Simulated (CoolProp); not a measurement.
Vapour-liquid equilibrium of R125 (1) + R236EA (2) at -13.25 °C; x and y are mole fractions of (1).

Computed with CoolProp (multi-fluid Helmholtz-energy mixture model, Lemmon 2005 and Rui 2013; pair parameters Bell 2016).

```tsv
x	bubble pressure, mixture model (MPa)	bubble pressure, Raoult's law (MPa)	y, mixture model	y, Raoult's law
0.05	0.06314	0.06213	0.350	0.347
0.2	0.1223	0.1204	0.707	0.716
0.35	0.1793	0.1786	0.830	0.845
0.5	0.2354	0.2368	0.896	0.910
0.65	0.2918	0.2951	0.938	0.949
0.8	0.3495	0.3533	0.968	0.976
0.95	0.4099	0.4116	0.993	0.995
```

The largest gap from Raoult's law is +1.6 % in bubble pressure, at x = 0.05. No azeotrope shows between x = 0.05 and 0.95.

The pair parameters rest on a limited set of measurements; away from them the model extrapolates. The gap from Raoult's law changes sign with composition, which may be real or a fault of the pair parameters; it wasn't checked against measurements.
